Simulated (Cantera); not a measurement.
Feed: 1 mol FeS, 9.5 mol H2, equilibrated at 1475 K and 10.0 mbar.

Equilibrium computed with Cantera from the NASA thermochemical tables; the gas is ideal and each condensed phase is pure. Metal and sulfide melt together well below either melting point, which pure phases cannot show. Mutual solubility and eutectic melting of coexisting phases are not modelled. FeS: taken at fixed stoichiometry. The numbers say what is thermodynamically allowed, not how fast it happens.

```json
[
 {"species": "H2", "before": "0.984", "after": "0.806"},
 {"species": "Fe", "before": "8.74e-6", "after": "0.0885"},
 {"species": "H", "before": "0.000129", "after": "0.0434"},
 {"species": "S", "before": "1.05e-5", "after": "0.0148"},
 {"species": "SH", "before": "0.000503", "after": "0.0150"},
 {"species": "S2", "before": "0.00120", "after": "0.0268"},
 {"species": "H2S", "before": "0.0140", "after": "0.00506"},
 {"species": "Fe(γ), mol", "before": "0.161", "after": "0"},
 {"species": "FeS(l), mol", "before": "0.839", "after": "0"}
]
```
Gas species are given as mole fractions.

Task: What was changed between the two runs?
A. pressure from 10.0 mbar to 12.0 Pa
B. temperature from 1475 K to 2173.15 K
C. temperature from 1475 K to 2000 K
D. pressure from 10.0 mbar to 80.0 Pa

Result: B, temperature from 1475 K to 2173.15 K
